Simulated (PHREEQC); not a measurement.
Solution (62 °C): 1.4 mmol/kgw HCl, 14 mmol/kgw LiCl and 14 mmol/kgw MnSO4. Closed to the air; pH follows from the charge balance.

All values are PHREEQC results (ion-association model, phreeqc.dat), not measurements.

| quantity | before | after |
|---|---|---|
| pH | 3.21 | 2.13 |
| ionic strength (mol/kgw) | 0.0497 | 0.0427 |

What was changed between the two runs?
A. diluted 2-fold with water
B. 0.012 mol/kgw NaHSO4 added
C. MnSO4 left out
D. MnSO4 replaced by KHSO4 at the same molality
E. diluted 100-fold with water

D, MnSO4 replaced by KHSO4 at the same molality

No solid was allowed to form. At this temperature some constants are extrapolated from 25 °C, and those without enthalpy data are left unchanged.
